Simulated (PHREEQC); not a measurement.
Solution (25 °C): 0.019 mol/kgw H3PO4. Closed to the air; pH follows from the charge balance.

All values are PHREEQC results (ion-association model, phreeqc.dat), not measurements.

Each row changes one thing in this solution. Precipitation was switched off in this run.

```json
[
 {"case": "as made", "pH": "2.08", "ionic strength (mol/kgw)": "0.00903", "H2PO4- (mol/kgw)": "0.00903", "HPO4-2 (mol/kgw)": "9.06e-8"},
 {"case": "H3PO4 replaced by KH2PO4 at the same molality", "pH": "4.65", "ionic strength (mol/kgw)": "0.0191", "H2PO4- (mol/kgw)": "0.0189", "HPO4-2 (mol/kgw)": "7.79e-5"},
 {"case": "H3PO4 from 0.019 to 0.0171 mol/kgw", "pH": "2.11", "ionic strength (mol/kgw)": "0.00840", "H2PO4- (mol/kgw)": "0.00840", "HPO4-2 (mol/kgw)": "8.96e-8"},
 {"case": "temperature from 25 to 60 °C", "pH": "2.14", "ionic strength (mol/kgw)": "0.00791", "H2PO4- (mol/kgw)": "0.00791", "HPO4-2 (mol/kgw)": "1.08e-7"},
 {"case": "H3PO4 replaced by Na2HPO4 at the same molality", "pH": "9.32", "ionic strength (mol/kgw)": "0.0558", "H2PO4- (mol/kgw)": "7.77e-5", "HPO4-2 (mol/kgw)": "0.0183"},
 {"case": "0.013 mol/kgw (NH4)2CO3 added", "pH": "6.08", "ionic strength (mol/kgw)": "0.0280", "H2PO4- (mol/kgw)": "0.0170", "HPO4-2 (mol/kgw)": "0.00201"},
 {"case": "diluted 10-fold with water", "pH": "2.82", "ionic strength (mol/kgw)": "0.00157", "H2PO4- (mol/kgw)": "0.00157", "HPO4-2 (mol/kgw)": "7.38e-8"}
]
```

Carbamate, which ammonia and carbonate form, is missing from the database. Away from 25 °C the constants follow the database's enthalpies or fits; those with neither stay at their 25 °C values.
